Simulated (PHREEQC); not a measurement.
Synthetic water in mg/kgw, 25 °C, pH 4.11, pe 9: Na 1830; K 143; Ca 2.12; Mg 26.6; Cl 944; S(6) as SO4 2970; Cu(2) 160; Zn 11.2; N(5) as NO3 1.69; Fe(3) 14.3; Mn(2) 0.931.

Valence states are taken as typed.

Model: ion-association model, phreeqc.dat, run in PHREEQC.

**Question.** The ionic strength comes out as 0.111 mol/kgw. What activity coefficients do Mg+2, Mn+2, Fe(OH)2+, Cu+2, FeOH+2 get?

**Answer.** Mg+2 0.40, Mn+2 0.39, Fe(OH)2+ 0.78, Cu+2 0.39, FeOH+2 0.36.

Precipitation was switched off in this run. Examples of supersaturated solids here: Jarosite-K, Fe(OH)3(a). Others may be too. Species that the database lacks are ignored.
